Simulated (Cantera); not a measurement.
What does this Cantera script print?

```python
import numpy as np
import cantera as ct

gas = ct.Solution("gri30.yaml", transport_model="multicomponent")
show = ['H2', 'CH3', 'OH']

rows = []
print(f"{'T/K':>7s}{'rho':>11s}{'cp':>10s}{'mu':>11s}{'lambda':>11s}{'Pr':>7s}" + "".join(f"{'D_' + s:>11s}" for s in show))
for T in [400, 600, 800, 1000, 1200, 1400, 1600, 1800]:
    gas.TPX = T, 500000, {'N2O': 0.91, 'N2': 0.53}
    Pr = gas.cp_mass * gas.viscosity / gas.thermal_conductivity
    D = [gas.mix_diff_coeffs_mole[gas.species_index(s)] for s in show]
    rows.append([gas.density, gas.cp_mass, gas.viscosity, gas.thermal_conductivity, Pr, *D])
    print(f"{T:7g}{gas.density:11.4e}{gas.cp_mass:10.1f}{gas.viscosity:11.4e}"
          f"{gas.thermal_conductivity:11.4e}{Pr:7.3f}" + "".join(f"{d:11.4e}" for d in D))
print("SI units: kg/m3, J/kg/K, Pa s, W/m/K, m2/s")
```

It prints:

```
    T/K        rho        cp         mu     lambda     Pr       D_H2      D_CH3       D_OH
    400 5.7317e+00     990.9 2.0369e-05 2.7806e-02  0.726 2.3133e-05 6.4515e-06 9.0391e-06
    600 3.8211e+00    1093.9 2.8105e-05 4.2054e-02  0.731 4.5978e-05 1.3215e-05 1.8221e-05
    800 2.8658e+00    1172.4 3.4726e-05 5.5609e-02  0.732 7.4433e-05 2.1693e-05 2.9681e-05
   1000 2.2927e+00    1231.7 4.0631e-05 6.8384e-02  0.732 1.0795e-04 3.1696e-05 4.3183e-05
   1200 1.9106e+00    1269.7 4.6034e-05 7.9958e-02  0.731 1.4614e-04 4.3097e-05 5.8567e-05
   1400 1.6376e+00    1300.9 5.1061e-05 9.0964e-02  0.730 1.8872e-04 5.5804e-05 7.5715e-05
   1600 1.4329e+00    1326.2 5.5797e-05 1.0143e-01  0.730 2.3546e-04 6.9747e-05 9.4535e-05
   1800 1.2737e+00    1346.5 6.0299e-05 1.1140e-01  0.729 2.8619e-04 8.4869e-05 1.1495e-04
SI units: kg/m3, J/kg/K, Pa s, W/m/K, m2/s
```

Cantera simulation using GRI-Mech 3.0 (53 species, 325 reactions); the numbers are that mechanism's predictions, not measurements. The composition is frozen, though it would react at the higher temperatures.
